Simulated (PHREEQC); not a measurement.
A solution holds 0.00063 mol CaSO4, 0.00026 mol Na2HPO4 and 0.0074 mol NaCl per kg of water, at 58 °C. Closed to the air; pH follows from the charge balance.

Computed with PHREEQC (ion-association model, phreeqc.dat).

| quantity | before | after |
|---|---|---|
| pH | 7.91 | 6.54 |
| SO4-2 (mol/kgw) | 0.000582 | 0.000580 |
| Ca+2 (mol/kgw) | 0.000546 | 0.000597 |
| CaSO4 (mol/kgw) | 2.96e-5 | 3.30e-5 |
| NaSO4- (mol/kgw) | 1.80e-5 | 1.69e-5 |
| CaOH+ (mol/kgw) | 5.29e-9 | 2.55e-10 |
| SI of Gypsum (CaSO4:2H2O) | -2.23 | -2.18 |

**Question.** Name the change that produced these shifts.
(A) temperature from 58 to 90 °C
(B) NaCl left out
(C) diluted 2-fold with water
(D) Na2HPO4 left out
(E) diluted 5-fold with water

**Answer.** D, Na2HPO4 left out

This is a speciation only: nothing precipitates in the calculation. Some of these states are supersaturated (in Hydroxyapatite, for instance). Constants without temperature data keep their 25 °C values here.
